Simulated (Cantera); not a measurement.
Gas mixture: CH3OH : C2H4 = 0.88 : 0.71 (molar parts), at 101000 Pa, frozen composition.

Cantera's kinetic-theory transport with the Lennard-Jones parameters of GRI-Mech 3.0, ideal gas; thermal conductivity in the multicomponent form. Polar gases are described roughly by these parameters. The composition is frozen, though it would react at the higher temperatures.

D: mixture-averaged diffusion coefficient of that species in the mixture.

```tsv
T (K)	ρ (kg/m³)	cp (J/kg/K)	μ (µPa s)	λ (mW/m/K)	Pr	D (cm²/s) CO2	D (cm²/s) H2O	D (cm²/s) C2H2
400	0.922	1717	13.2	30.5	0.745	0.195	0.279	___
650	0.567	2399	20.9	67.2	0.746	0.486	0.728	___
900	0.410	2860	27.6	106	0.748	0.874	1.35	___
1150	0.321	3220	33.6	144	0.748	1.34	2.11	___
1400	0.263	3472	38.9	181	0.748	1.89	2.99	___
1650	0.224	3655	43.8	214	0.747	2.50	4.00	___
```

**Question.** Some entries are withheld; supply them.

**Answer.** 
- 400, D (cm²/s) C2H2: 0.209
- 650, D (cm²/s) C2H2: 0.517
- 900, D (cm²/s) C2H2: 0.925
- 1150, D (cm²/s) C2H2: 1.42
- 1400, D (cm²/s) C2H2: 1.99
- 1650, D (cm²/s) C2H2: 2.63
